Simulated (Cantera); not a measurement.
# TiC + C + H2 (sublimation and decomposition of ceramics)

A closed system holds: 1 mol TiC, 0.026 mol C, 1.6 mol H2, at 75.0 Torr.

Method: chemical equilibrium by Gibbs-energy minimisation in Cantera with the NASA 1993 tables (ideal gas, pure condensed phases). Candidate condensed phases: C, C6H6, C7H8, C8H18, Ti, TiC; 77 gas species. TiC: taken at fixed stoichiometry. Equilibrium is a limit: real reactors are often held back by kinetics, nucleation or transport.

```tsv
T (K)	log p H2	log p H	log p C2H2 (acetylene)	log p CH4	log p C2H	n C(graphite)	n TiC(s)
1673	-1.00	-4.44	-5.24	-4.92	-11.00	0.0256	1.00
1748	-1.00	-4.14	-4.95	-5.04	-10.24	0.0255	1.00
1823	-1.00	-3.86	-4.68	-5.15	-9.55	0.0252	1.00
1898	-1.00	-3.61	-4.43	-5.25	-8.92	0.0247	1.00
1973	-1.00	-3.37	-4.20	-5.34	-8.33	0.0239	1.00
2048	-1.00	-3.15	-3.98	-5.43	-7.79	0.0226	1.00
2123	-1.01	-2.95	-3.79	-5.52	-7.29	0.0207	1.00
2198	-1.01	-2.76	-3.60	-5.60	-6.82	0.0179	1.00
2273	-1.01	-2.58	-3.44	-5.67	-6.38	0.0140	1.000
2348	-1.02	-2.42	-3.28	-5.75	-5.97	0.00877	1.000
2423	-1.03	-2.27	-3.14	-5.82	-5.59	0.00181	1.000
```
log p: log10 of the partial pressure in bar; n: condensed amount in mol.

From 1673 K to 2423 K the condensed part is C(graphite) + TiC(s).
